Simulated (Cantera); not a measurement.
## Ammonia decomposition in nitride growth gas

An isothermal, constant-pressure homogeneous reactor starts with NH3 : N2 = 1 : 0.16 (molar parts), at 2173 K and 55000 Pa.

Model: the gas-phase N/H chemistry of the illustrative SiF4/NH3 mechanism in the Surface Chemkin manual (1991), integrated in Cantera. Walls and surfaces, which speed up NH3 decomposition in real reactors, are not modelled.

```
t (s)       x NH3      x N      x H2   x N2    x N2H4     x NH2     x NH
--------  -------  -------  --------  -----  --------  --------  -------
2.00e-5     0.860  1.04e-8  0.000600  0.138   8.42e-8   0.00110  4.98e-6
7.96e-5     0.855  8.91e-8   0.00394  0.138   5.68e-7   0.00284  2.31e-5
0.000317    0.830  3.84e-7    0.0235  0.143   6.03e-7   0.00293  3.05e-5
0.00126     0.742  1.22e-6    0.0947  0.160   4.26e-7   0.00246  3.77e-5
0.00501     0.498  2.31e-6     0.292  0.208   2.10e-7   0.00173  4.04e-5
0.0199      0.143  2.95e-6     0.578  0.277   3.73e-8  0.000729  2.95e-5
0.0794    0.00235  2.64e-6     0.689  0.304  1.34e-10   4.38e-5  6.86e-6
0.316     6.46e-5  1.60e-7     0.690  0.305    <1e-12   1.56e-6  3.19e-7
1.26      1.29e-5  3.21e-8     0.690  0.305    <1e-12   3.13e-7  6.39e-8
5.00      3.78e-6  9.40e-9     0.690  0.305    <1e-12   9.17e-8  1.87e-8
```
x: mole fraction; the columns are a selection and need not sum to one.

Equilibrium at this temperature and pressure: NH3 2.68e-6, N 6.66e-9, H2 0.690, N2 0.305, N2H4 <1e-12, NH2 6.50e-8, NH 1.33e-8 (gas phase only).
